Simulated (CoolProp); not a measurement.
CH2F2 (R32) at 293.15 K and 14.6 MPa flows at 1.6 m/s in a round tube of 6 mm bore and 15 µm roughness, fully developed (64/Re and Nu = 3.66 if laminar; Colebrook and Gnielinski if turbulent). Each further row changes one setting.

Values from CoolProp's reference Helmholtz-energy equation of state, Tillner-Roth 1997.

| case | Reynolds number | Darcy friction factor | pressure drop (Pa/m) | heat-transfer coefficient (W/(m² K)) | mass flow (kg/h) |
|---|---|---|---|---|---|
| as stated | 68800 | 0.0269 | 5970 | 7250 | 169 |
| velocity 3.2 m/s | 138000 | 0.0260 | 23000 | 14100 | 339 |
| diameter 12 mm | 138000 | 0.0224 | 2490 | 6200 | 677 |

Viscosity comes from a separate model (Bell 2016), an estimate that may be off by 10 % or more. Thermal conductivity comes from a separate model (Huber 2003), an estimate that may be off by 10 % or more.
